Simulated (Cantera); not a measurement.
Input (Python, Cantera):

```python
import numpy as np
import cantera as ct

gas = ct.Solution("gri30.yaml")
gas.TPX = 1073, 1000000, {'CH4': 1, 'O2': 3.12, 'N2': 11.8, 'H2O': 0.092}
reactor = ct.IdealGasReactor(gas, energy="on", clone=False)
net = ct.ReactorNet([reactor])
net.rtol, net.atol = 1e-08, 1e-16
show = ['CH4', 'O2', 'HCN', 'CO2', 'NO2', 'NO']
times = np.geomspace(6e-06, 0.3, 11)

steps = ct.SolutionArray(gas, extra=["t"])
rows = []
print(f"{'t/s':>10s}{'T/K':>9s}{'P/Pa':>11s}" + "".join(f"{s:>11s}" for s in show))
for t in times:
    while net.time < t:
        t_next = net.step()
        steps.append(gas.state, t=t_next)
    rows.append([np.interp(t, steps.t, y) for y in (steps.T, steps.P, *steps(*show).X.T)])
    print(f"{t:10.3e}{rows[-1][0]:9.1f}{rows[-1][1]:11.4g}" + "".join(f"{x:11.3e}" for x in rows[-1][2:]))
rate = np.gradient(steps.T, steps.t)
print("integrator steps:", len(steps.t))
if steps.T.max() > steps.T[0] + 200:
    print(f"time of steepest temperature rise: {steps.t[rate.argmax()]:.4e} s")
gas.TPX = 1073, 1000000, {'CH4': 1, 'O2': 3.12, 'N2': 11.8, 'H2O': 0.092}
gas.equilibrate("UV")
print(f"equilibrium (UV): T = {gas.T:.1f} K  " + "  ".join(f"{s} {gas[s].X[0]:.3e}" for s in show))
```

It prints:

```
       t/s      T/K       P/Pa        CH4         O2        HCN        CO2        NO2         NO
 6.000e-06   1073.0      1e+06  6.245e-02  1.949e-01  1.059e-27  4.117e-18  5.920e-30  5.617e-24
 1.770e-05   1073.0      1e+06  6.245e-02  1.949e-01  9.314e-27  1.064e-16  4.507e-28  5.090e-23
 5.223e-05   1073.0      1e+06  6.245e-02  1.949e-01  8.485e-26  2.953e-15  3.529e-26  4.626e-22
 1.541e-04   1073.0      1e+06  6.245e-02  1.949e-01  8.406e-25  9.123e-14  2.738e-24  4.401e-21
 4.547e-04   1073.0      1e+06  6.245e-02  1.949e-01  1.137e-23  3.922e-12  2.403e-22  5.094e-20
 1.342e-03   1073.0      1e+06  6.245e-02  1.949e-01  2.627e-22  1.861e-10  2.671e-20  8.400e-19
 3.959e-03   1073.2      1e+06  6.242e-02  1.948e-01  3.312e-21  2.563e-09  1.893e-18  8.637e-18
 1.168e-02   1075.2  1.002e+06  6.218e-02  1.946e-01  8.695e-20  7.550e-08  1.860e-16  1.209e-16
 3.446e-02   2587.2  2.422e+06  1.855e-17  6.221e-02  2.673e-11  5.938e-02  3.044e-05  1.398e-02
 1.017e-01   2587.2  2.422e+06  1.855e-17  6.221e-02  2.673e-11  5.938e-02  3.044e-05  1.398e-02
 3.000e-01   2587.2  2.422e+06  1.855e-17  6.221e-02  2.673e-11  5.938e-02  3.044e-05  1.398e-02
integrator steps: 2508
time of steepest temperature rise: 2.1490e-02 s
equilibrium (UV): T = 2587.2 K  CH4 2.601e-17  O2 6.221e-02  HCN 2.673e-11  CO2 5.938e-02  NO2 3.044e-05  NO 1.398e-02
```

Detailed kinetics in Cantera: GRI-Mech 3.0 (53 species, 325 reactions).
